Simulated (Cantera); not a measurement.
Feed: 1 mol AlBr3, 13 mol N2O, 2.9 mol H2, held at 270 Torr.

Method: chemical equilibrium by Gibbs-energy minimisation in Cantera with the NASA 1993 tables (ideal gas, pure condensed phases). Candidate condensed phases: Al, AlBr3, AlN, Al2O3, Br2, H2O; 41 gas species. Equilibrium is a limit: real reactors are often held back by kinetics, nucleation or transport.

Question: At 750 K, list the 6 most abundant gas species with their mole fractions, and the condensed phases.

Answer: N2 0.599, O2 0.198, H2O 0.134, Br2 0.0690, HBr 0.000158, Br 5.00e-5. Condensed: Al2O3(s).
